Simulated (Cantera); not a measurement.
## Transport properties of process gases

Gas mixture: 37.9 % CH₃OH, 31.1 % NH₃, 21.7 % C₃H₈, 9.36 % C₂H₆, at 0.420 Torr, frozen composition.

Cantera's kinetic-theory transport with the Lennard-Jones parameters of GRI-Mech 3.0, ideal gas; thermal conductivity in the mixture-averaged form. Polar gases are described roughly by these parameters. The composition is frozen, though it would react at the higher temperatures.

```json
[
 {"T (K)": "400", "ρ (kg/m³)": "0.000502", "cp (J/kg/K)": "1945", "μ (µPa s)": "12.6", "λ (mW/m/K)": "33.8", "Pr": "0.728", "D (cm²/s) NO": "476", "D (cm²/s) N₂": "484", "D (cm²/s) OH": "742"},
 {"T (K)": "600", "ρ (kg/m³)": "0.000335", "cp (J/kg/K)": "2545", "μ (µPa s)": "18.6", "λ (mW/m/K)": "63.8", "Pr": "0.741", "D (cm²/s) NO": "987", "D (cm²/s) N₂": "1000", "D (cm²/s) OH": "1530"},
 {"T (K)": "800", "ρ (kg/m³)": "0.000251", "cp (J/kg/K)": "3014", "μ (µPa s)": "24.0", "λ (mW/m/K)": "96.8", "Pr": "0.747", "D (cm²/s) NO": "1630", "D (cm²/s) N₂": "1660", "D (cm²/s) OH": "2510"},
 {"T (K)": "1000", "ρ (kg/m³)": "0.000201", "cp (J/kg/K)": "3385", "μ (µPa s)": "28.8", "λ (mW/m/K)": "130", "Pr": "0.750", "D (cm²/s) NO": "2390", "D (cm²/s) N₂": "2430", "D (cm²/s) OH": "3680"},
 {"T (K)": "1200", "ρ (kg/m³)": "0.000167", "cp (J/kg/K)": "3659", "μ (µPa s)": "33.3", "λ (mW/m/K)": "163", "Pr": "0.748", "D (cm²/s) NO": "3260", "D (cm²/s) N₂": "3320", "D (cm²/s) OH": "5000"},
 {"T (K)": "1400", "ρ (kg/m³)": "0.000143", "cp (J/kg/K)": "3882", "μ (µPa s)": "37.4", "λ (mW/m/K)": "195", "Pr": "0.746", "D (cm²/s) NO": "4230", "D (cm²/s) N₂": "4300", "D (cm²/s) OH": "6480"}
]
```
D: mixture-averaged diffusion coefficient of that species in the mixture.
